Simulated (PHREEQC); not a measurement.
Solution (25 °C): 0.0035 mol CuSO4, 0.00055 mol HNO3 and 0.0005 mol NaCl per kg of water. Closed to the air; pH follows from the charge balance.

Equilibrium calculation in PHREEQC: ion-association model, wateq4f.dat.

**Question.** The ionic strength comes out as 0.0122 mol/kgw. What activity coefficients do NaSO4-, Na+, SO4-2, NO3-, Cu+2 get?

**Answer.** NaSO4- 0.90, Na+ 0.90, SO4-2 0.64, NO3- 0.89, Cu+2 0.65.

This is a speciation only: nothing precipitates in the calculation.
